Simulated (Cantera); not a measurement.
Input (Python, Cantera) and output of one run.

```python
import numpy as np
import cantera as ct

gas_names = """
    H H2 N NH NH2 NH3 N2 N2H2 N2H4 Si SiH SiH2 SiH3 SiH4 SiN Si2 Si2N Si3
""".split()
cond_names = """
    Si(cr) Si(L) Si3N4(a)
""".split()


# ... load() reads the species with a 1 bar reference pressure and builds the phases ...
atoms = {
    'trisilylamine': {'Si': 3, 'N': 1, 'H': 9},
    'N2': {'N': 2},
}
top_T = {'Si3N4(a)': 2400}  # K; cautious upper limits of use, not melting points


# ... equilibrate(T, P, feed) seeds the gas with the atoms and calls Mixture.equilibrate('TP', solver="vcs", rtol=1e-11, max_steps=5000) ...
results = []
feed = {'trisilylamine': 1, 'N2': 0.58}  # mol
T = 1975  # K
P = 9800  # Pa
mix = equilibrate(T, P, feed)
results.append((T, P, feed, dict(zip(mix.species_names, mix.species_moles))))
x = sorted(zip(gas.X, gas.species_names), reverse=True)
print(f"T = {T:g} K  P = {P:g} Pa  gas = {mix.phase_moles(0):.4g} mol")
print("   x: " + "  ".join(f"{s} {v:.3e}" for v, s in x if v > 0.0001))
print("   condensed (mol): " + ("  ".join(f"{mix.phase(i).name} {mix.phase_moles(i):.4g}"
      for i in range(1, mix.n_phases) if mix.phase_moles(i) > 1e-12) or "none"))
```

Output:

```
T = 1975 K  P = 9800 Pa  gas = 5.593 mol
   x: H2 8.025e-01  N2 1.931e-01  H 3.916e-03  Si 3.298e-04
   condensed (mol): Si(L) 2.997
```

Method: chemical equilibrium by Gibbs-energy minimisation in Cantera with the NASA 1993 tables (ideal gas, pure condensed phases). The feed counts by its element totals alone. The tables' values for SiN are old estimates; treat these amounts as uncertain. Gases not in the tables: Si2H6 and higher silanes.
